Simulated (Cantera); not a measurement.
Cantera run:

```python
import numpy as np
import cantera as ct

gas_names = [...]  # 109 gases of nasa_gas.yaml made of C, Cl, H, Si
cond_names = """
    C(gr) C6H6(L) C7H8(L) C8H18(L),n-octa Si(cr) Si(L) SiC(b)
""".split()


# ... load() reads the species with a 1 bar reference pressure and builds the phases ...
atoms = {
    'CH3Cl': {'C': 1, 'H': 3, 'CL': 1},
    'Si': {'Si': 1},
    'H2': {'H': 2},
}
top_T = {'C(gr)': 4500, 'SiC(b)': 3050}  # K; cautious upper limits of use, not melting points


# ... equilibrate(T, P, feed) seeds the gas with the atoms and calls Mixture.equilibrate('TP', solver="vcs", rtol=1e-11, max_steps=5000) ...
results = []
feed = {'CH3Cl': 1, 'Si': 0.0087, 'H2': 0.94}  # mol
T = 648.15  # K
P = 10000  # Pa
mix = equilibrate(T, P, feed)
results.append((T, P, feed, dict(zip(mix.species_names, mix.species_moles))))
print(gas.report(threshold=1e-05))
for i in range(1, mix.n_phases):
    print(f"{mix.phase(i).name:16s} {mix.phase_moles(i):12.5e} mol")
```

It prints:

```
       temperature   648.15 K
          pressure   10000 Pa
           density   0.038493 kg/m^3
  mean mol. weight   20.744 kg/kmol
   phase of matter   gas

                          1 kg             1 kmol
                     ---------------   ---------------
          enthalpy       -2.3638e+06       -4.9034e+07  J
   internal energy       -2.6236e+06       -5.4423e+07  J
           entropy             10795        2.2394e+05  J/K
    Gibbs function       -9.3607e+06       -1.9418e+08  J
 heat capacity c_p              1773             36778  J/K
 heat capacity c_v            1372.1             28464  J/K

                      mass frac. Y      mole frac. X     chem. pot. / RT
                     ---------------   ---------------   ---------------
               CH4           0.20597           0.26633           -41.045
               HCL           0.73283           0.41697           -43.616
                H2          0.030413           0.31294           -20.012
             SiCL4          0.030778         0.0037582            -173.4
     [ +105 minor]        2.0422e-06         6.194e-07

C(gr)             3.83502e-01 mol
Si(cr)            0.00000e+00 mol
SiC(b)            0.00000e+00 mol
```

Method: chemical equilibrium by Gibbs-energy minimisation in Cantera with the NASA 1993 tables (ideal gas, pure condensed phases).
